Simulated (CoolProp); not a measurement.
R1336mzz(Z) at several states: Z from the reference equation and from simpler models built on Tc = 171.3 °C, pc = 29.04 bar, ω = 0.386; each cubic takes its own stable root.

Values from CoolProp's reference Helmholtz-energy equation of state, McLinden 2020.

| T (°C) | p (bar) | phase | reference | Soave-Redlich-Kwong | Peng-Robinson |
|---|---|---|---|---|---|
| 143.85 | 4.07 | gas | 0.9338 | 0.9375 | 0.9319 |
| 36.35 | 0.783 | gas | 0.9617 | 0.9697 | 0.9684 |
| 196.35 | 2.22 | gas | 0.9775 | 0.9784 | 0.9757 |
| 166.25 | 7.29 | gas | 0.9002 | 0.9050 | 0.8955 |
| 147.35 | 0.134 | gas | 0.9980 | 0.9981 | 0.9979 |
| 13.75 | 49.8 | liquid | 0.2433 | 0.2840 | 0.2520 |
